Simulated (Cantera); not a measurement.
Input (Python, Cantera):

```python
import numpy as np
import cantera as ct

gas = ct.Solution("gri30.yaml")
gas.TPX = 525, 59000, {'H2': 1, 'O2': 1.16, 'N2': 5.47}
inlet = ct.Reservoir(gas, clone=True)
gas.equilibrate("HP")  # start burning
reactor = ct.IdealGasConstPressureReactor(gas, energy="on", clone=False)
exhaust = ct.Reservoir(gas, clone=True)
tau = [0.033, 0.015, 0.0068, 0.0031, 0.0014, 0.00063, 0.00028, 0.00013, 5.8e-05, 2.6e-05, 1.2e-05, 5.3e-06][0]
for a, b in ((inlet, reactor), (reactor, exhaust)):
    ct.MassFlowController(a, b, mdot=lambda t: reactor.mass / tau)
net = ct.ReactorNet([reactor])
show = ['H2', 'O2', 'HO2', 'O', 'H2O2', 'H', 'N2O']

rows = []
print(f"{'tau/s':>10s}{'T/K':>9s}" + "".join(f"{s:>11s}" for s in show))
for tau in [0.033, 0.015, 0.0068, 0.0031, 0.0014, 0.00063, 0.00028, 0.00013, 5.8e-05, 2.6e-05, 1.2e-05, 5.3e-06]:
    net.initial_time = 0.0
    net.advance(30 * tau)
    before = gas.X
    net.advance(40 * tau)
    drift = np.max(np.abs(gas.X - before) / (gas.X + 1e-9))
    rows.append([gas.T, *gas[show].X, drift])
    print(f"{tau:10.3e}{gas.T:9.1f}" + "".join(f"{x:11.3e}" for x in gas[show].X))
```

Result:

```
     tau/s      T/K         H2         O2        HO2          O       H2O2          H        N2O
 3.300e-02   1516.3  4.531e-04  9.216e-02  6.584e-06  4.302e-04  3.443e-07  1.091e-04  4.908e-07
 1.500e-02   1509.2  7.580e-04  9.206e-02  9.679e-06  7.202e-04  4.784e-07  2.381e-04  4.099e-07
 6.800e-03   1497.8  1.261e-03  9.195e-02  1.361e-05  1.188e-03  6.668e-07  5.132e-04  3.318e-07
 3.100e-03   1479.6  2.072e-03  9.189e-02  1.818e-05  1.903e-03  9.391e-07  1.075e-03  2.631e-07
 1.400e-03   1450.3  3.397e-03  9.199e-02  2.329e-05  2.935e-03  1.363e-06  2.189e-03  2.036e-07
 6.300e-04   1404.4  5.603e-03  9.255e-02  2.893e-05  4.220e-03  2.053e-06  4.221e-03  1.523e-07
 2.800e-04   1334.1  9.792e-03  9.440e-02  3.590e-05  5.363e-03  3.189e-06  7.499e-03  1.044e-07
 1.300e-04   1229.3  1.995e-02  9.987e-02  4.632e-05  5.176e-03  4.682e-06  1.100e-02  5.574e-08
 5.800e-05    525.0  1.311e-01  1.520e-01 -1.831e-17 -4.782e-21 -1.398e-18  2.752e-22 -5.657e-22
 2.600e-05    525.0  1.311e-01  1.520e-01 -2.130e-21 -9.823e-25 -6.380e-22  3.718e-22 -2.582e-25
 1.200e-05    525.0  1.311e-01  1.520e-01  2.416e-21  1.739e-25 -4.030e-23  3.293e-22 -1.631e-26
 5.300e-06    525.0  1.311e-01  1.520e-01  1.175e-21  9.411e-26 -2.546e-24  2.601e-22 -1.030e-27
```

Cantera simulation using GRI-Mech 3.0 (53 species, 325 reactions); the numbers are that mechanism's predictions, not measurements.
